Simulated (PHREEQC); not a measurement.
K2CO3 is added in steps, without added water, to 1 kg of water holding 7.7 mmol/kgw CdSO4, 17 mmol/kgw NaOH and 0.33 mmol/kgw MnSO4, at 20 °C. The system is closed to oxygen. CO2 from the air is kept out. Solids allowed: Rhodochrosite, Pyrochroite, Cd(OH)2, Otavite, Mirabilite, Nahcolite, Natron. Others were left out.

Base run: PHREEQC, ion-association model, wateq4f.dat. Each further column changes one thing. The table gives Otavite (mol).

| K2CO3 added (mol) | base | Davies equation for every ion | Debye-Hückel limiting law | all activity coefficients set to 1 | database phreeqc.dat |
|---|---|---|---|---|---|
| 0 | 0 | 0 | 0 | 0 | 0 |
| 0.001417 | 0 | 0 | 0 | 0 | 0 |
| 0.002833 | 0.000126 | 0.000110 | 8.49e-5 | 0.000201 | 0.000133 |
| 0.00425 | 0.000339 | 0.000317 | ? | 0.000439 | ? |
| 0.005667 | 0.000521 | 0.000492 | 0.000445 | 0.000645 | ? |
| 0.007083 | 0.000682 | 0.000647 | 0.000588 | 0.000830 | 0.000693 |
| 0.0085 | 0.000827 | 0.000787 | 0.000715 | 0.000998 | 0.000840 |
| 0.009917 | 0.000961 | 0.000915 | 0.000830 | 0.00115 | 0.000975 |
| 0.01133 | 0.00109 | 0.00103 | 0.000935 | ? | 0.00110 |
| 0.01275 | 0.00120 | ? | 0.00103 | 0.00144 | 0.00122 |
| 0.01417 | 0.00131 | 0.00125 | 0.00112 | 0.00157 | 0.00133 |
| 0.01558 | 0.00142 | 0.00135 | 0.00120 | 0.00170 | 0.00143 |
| 0.017 | 0.00152 | 0.00144 | 0.00128 | 0.00182 | 0.00154 |

Task: Complete the blanks.

Result: 
- 0.00425, Debye-Hückel limiting law: 0.000280
- 0.00425, database phreeqc.dat: 0.000347
- 0.005667, database phreeqc.dat: 0.000530
- 0.01133, all activity coefficients set to 1: 0.00130
- 0.01275, Davies equation for every ion: 0.00114

The database's cadmium carbonate complexes are estimates of doubtful size.  phreeqc.dat and wateq4f.dat share most of their constants, so their agreement is no independent check. Solids allowed in the column 'database phreeqc.dat': Rhodochrosite, Pyrochroite, Cd(OH)2, Otavite.
